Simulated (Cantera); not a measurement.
Gas mixture: CH4 = 0.37 (molar parts), at 4600 Pa, frozen composition.

Cantera's kinetic-theory transport with the Lennard-Jones parameters of GRI-Mech 3.0, ideal gas; thermal conductivity in the multicomponent form.

One state of this run: ρ (kg/m³) = 0.00986; cp (J/kg/K) = 4292; μ (µPa s) = 25.8; λ (mW/m/K) = 152; Pr = 0.729; D (cm²/s) H2O = 39.7; D (cm²/s) H = 168; D (cm²/s) CO2 = 27.0. D: mixture-averaged diffusion coefficient of that species in the mixture.

**Question.** Which value of T (K) does it belong to?
A. 400
B. 700
C. 900
D. 800

**Answer.** C, 900
